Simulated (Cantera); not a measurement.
Input (Python, Cantera) and output of one run.

```python
import numpy as np
import cantera as ct

gas_names = """
    C CO COS CO2 CS CS2 C2 C2O C3 C3O2 C4 C5 Mg MgO MgS Mg2 O O2 O3 S SO SO2 SO3 S2 S2O S8
""".split()
cond_names = """
    C(gr) Mg(cr) Mg(L) MgCO3(s) MgO(s) MgO(L) MgS(s) MgSO4(s) MgSO4(L) S(cr1) S(cr2) S(L)
""".split()


# ... load() reads the species with a 1 bar reference pressure and builds the phases ...
atoms = {
    'MgSO4': {'Mg': 1, 'S': 1, 'O': 4},
    'CO2': {'C': 1, 'O': 2},
}
top_T = {'C(gr)': 4500, 'MgS(s)': 2250}  # K; cautious upper limits of use, not melting points


# ... equilibrate(T, P, feed) seeds the gas with the atoms and calls Mixture.equilibrate('TP', solver="vcs", rtol=1e-11, max_steps=5000) ...
results = []
feed = {'MgSO4': 1, 'CO2': 1.7}  # mol
P = 133.322  # Pa
for T in [573, 723, 873, 1023, 1173, 1323, 1473, 1623, 1773, 1923, 2073]:
    mix = equilibrate(T, P, feed)
    results.append((T, P, feed, dict(zip(mix.species_names, mix.species_moles))))
    x = sorted(zip(gas.X, gas.species_names), reverse=True)
    print(f"T = {T:g} K  P = {P:g} Pa  gas = {mix.phase_moles(0):.4g} mol")
    print("   x: " + "  ".join(f"{s} {v:.3e}" for v, s in x if v > 1e-05))
    print("   condensed (mol): " + ("  ".join(f"{mix.phase(i).name} {mix.phase_moles(i):.4g}"
          for i in range(1, mix.n_phases) if mix.phase_moles(i) > 1e-12) or "none"))
```

Result:

```
T = 573 K  P = 133.322 Pa  gas = 1.7 mol
   x: CO2 1.000e+00
   condensed (mol): MgO(s) 4.191e-11  MgSO4(s) 1
T = 723 K  P = 133.322 Pa  gas = 1.7 mol
   x: CO2 1.000e+00
   condensed (mol): MgO(s) 2.831e-06  MgSO4(s) 1
T = 873 K  P = 133.322 Pa  gas = 1.706 mol
   x: CO2 9.965e-01  SO2 2.324e-03  O2 1.162e-03  SO3 2.897e-05
   condensed (mol): MgO(s) 0.004014  MgSO4(s) 0.996
T = 1023 K  P = 133.322 Pa  gas = 3.19 mol
   x: CO2 5.329e-01  SO2 3.074e-01  O2 1.537e-01  SO3 6.103e-03
   condensed (mol): MgO(s) 1
T = 1173 K  P = 133.322 Pa  gas = 3.198 mol
   x: CO2 5.316e-01  SO2 3.113e-01  O2 1.556e-01  SO3 1.442e-03
   condensed (mol): MgO(s) 1
T = 1323 K  P = 133.322 Pa  gas = 3.199 mol
   x: CO2 5.314e-01  SO2 3.121e-01  O2 1.561e-01  SO3 4.707e-04
   condensed (mol): MgO(s) 1
T = 1473 K  P = 133.322 Pa  gas = 3.2 mol
   x: CO2 5.311e-01  SO2 3.123e-01  O2 1.562e-01  SO3 1.938e-04  CO 1.193e-04  O 3.021e-05
   condensed (mol): MgO(s) 1
T = 1623 K  P = 133.322 Pa  gas = 3.202 mol
   x: CO2 5.300e-01  SO2 3.122e-01  O2 1.565e-01  CO 9.854e-04  O 2.061e-04  SO3 9.448e-05  SO 4.751e-05
   condensed (mol): MgO(s) 1
T = 1773 K  P = 133.322 Pa  gas = 3.211 mol
   x: CO2 5.238e-01  SO2 3.111e-01  O2 1.581e-01  CO 5.589e-03  O 1.022e-03  SO 3.122e-04  SO3 5.227e-05
   condensed (mol): MgO(s) 1
T = 1923 K  P = 133.322 Pa  gas = 3.246 mol
   x: CO2 5.008e-01  SO2 3.065e-01  O2 1.642e-01  CO 2.291e-02  O 4.016e-03  SO 1.489e-03  Mg 3.859e-05  SO3 3.191e-05
   condensed (mol): MgO(s) 0.9999
T = 2073 K  P = 133.322 Pa  gas = 3.35 mol
   x: CO2 4.398e-01  SO2 2.931e-01  O2 1.796e-01  CO 6.768e-02  O 1.334e-02  SO 5.326e-03  Mg 9.896e-04  MgO 6.183e-05  S 3.081e-05  SO3 2.092e-05
   condensed (mol): MgO(s) 0.9965
```

Equilibrium computed with Cantera from the NASA thermochemical tables; the gas is ideal and each condensed phase is pure.
